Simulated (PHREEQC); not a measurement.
Model water analysis in mg/kgw, 70 °C, pH 7.21:

```tsv
constituent	mg/kgw
Na	1810
K	9.69
Ca	67
Mg	449
Cl	3610
S(6) as SO4	607
Alkalinity as HCO3	35.2
Sr	2.42
```

Cl is adjusted to close the charge balance.
Valence states are taken as typed.

Model: Pitzer model, pitzer.dat, run in PHREEQC.

Q: The ionic strength comes out as 0.146 mol/kgw. What activity coefficients do Mg+2, HCO3-, MgOH+, Sr+2, SO4-2 get?

A: Mg+2 0.30, HCO3- 0.74, MgOH+ 0.85, Sr+2 0.29, SO4-2 0.20. Single-ion values are on the MacInnes scale.

No solid was allowed to form. Species that the database lacks are ignored. At this temperature some constants are extrapolated from 25 °C, and those without enthalpy data are left unchanged.
